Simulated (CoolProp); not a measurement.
A single-stage vapour-compression cycle with propane: evaporating at 230.15 K (dew point), condensing at 298.15 K (bubble point), superheat 0 K, subcooling 0 K, compressor efficiency 0.9, no pressure losses. Each further row changes one setting.

Values from CoolProp's reference Helmholtz-energy equation of state, Lemmon 2009.

```tsv
case	cooling COP	pressure ratio	discharge temperature (K)	refrigerating effect (kJ/kg)	volumetric capacity (kJ/m³)
as stated	___	9.77	319.6	260	605
evaporating temperature 235.15 K	2.48	7.86	316.9	266	___
condensing temperature 293.15 K	___	___	___	273	637
subcooling 5 K	2.30	9.77	319.6	273	637
superheat 10 K	2.20	9.77	___	274	609
compressor efficiency 0.8	1.95	9.77	327.0	260	605
```

Complete the blanks.


- as stated, cooling COP: 2.19
- evaporating temperature 235.15 K, volumetric capacity (kJ/m³): 758
- condensing temperature 293.15 K, cooling COP: 2.45
- condensing temperature 293.15 K, pressure ratio: 8.59
- condensing temperature 293.15 K, discharge temperature (K): 314.0
- superheat 10 K, discharge temperature (K): 329.7
